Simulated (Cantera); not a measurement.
Input: 1 mol B2O3, 37 mol H2, 10 mol N2, 0.61 mol NH3, equilibrated at 13.3 mbar.

Cantera equilibrium calculation (NASA polynomials, part measured and part estimated; ideal gas, pure solids and liquids). Candidate condensed phases: B, BN, B2O3, B3O3H3, H2O; 39 gas species. Mutual solubility and eutectic melting of coexisting phases are not modelled. Rates play no part.

Problem. Which condensed phases are stable at each of these points (T (°C)): 500, 575, 650, 725, 800, 875, 950, 1025, 1100, 1175, 1250, 1325, 1400, 1475?

Solution. 
| T (°C) | condensed phases | B condensed (%) |
|---|---|---|
| 500 | BN(s) + B2O3(l) | 100.0 |
| 575 | BN(s) + B2O3(l) | 100.0 |
| 650 | BN(s) + B2O3(l) | 100.0 |
| 725 | BN(s) + B2O3(l) | 100.0 |
| 800 | BN(s) + B2O3(l) | 99.9 |
| 875 | BN(s) + B2O3(l) | 99.7 |
| 950 | BN(s) + B2O3(l) | 99.2 |
| 1025 | BN(s) + B2O3(l) | 97.8 |
| 1100 | BN(s) + B2O3(l) | 94.2 |
| 1175 | BN(s) + B2O3(l) | 84.7 |
| 1250 | BN(s) + B2O3(l) | 58.0 |
| 1325 | gas only | 0.0 |
| 1400 | gas only | 0.0 |
| 1475 | gas only | 0.0 |

From 500 °C to 1250 °C the condensed part is BN(s) + B2O3(l). From 1325 °C to 1475 °C nothing is condensed.
